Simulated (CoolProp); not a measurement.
C3F8 (R218) along the isotherm -29.55 °C: Z from the reference equation and from simpler models built on Tc = 71.9 °C, pc = 2.640 MPa, ω = 0.317; each cubic takes its own stable root.

The numbers come from the reference Helmholtz-energy equation of state, Lemmon 2006 in CoolProp. It is a short technical equation, of lower accuracy than the large ones.

| p (MPa) | phase | reference |
|---|---|---|
| 1.65 | liquid | 0.09628 |
| 3.3 | liquid | 0.1916 |
| 4.95 | liquid | 0.2859 |
| 6.6 | liquid | 0.3795 |
| 8.25 | liquid | 0.4723 |
| 9.9 | liquid | 0.5644 |
| 11.6 | liquid | 0.6585 |
| 13.2 | liquid | 0.7466 |

Q: How far does each simpler model (Soave-Redlich-Kwong, Peng-Robinson) lie from the reference over these 8 states: mean and median of the absolute difference, and the worst?

A: 
- Soave-Redlich-Kwong: mean 4.2 %, median 4.1 %, worst +5.3 % at -29.55 °C and 1.65 MPa
- Peng-Robinson: mean 7.5 %, median 7.6 %, worst -8.0 % at -29.55 °C and 13.2 MPa
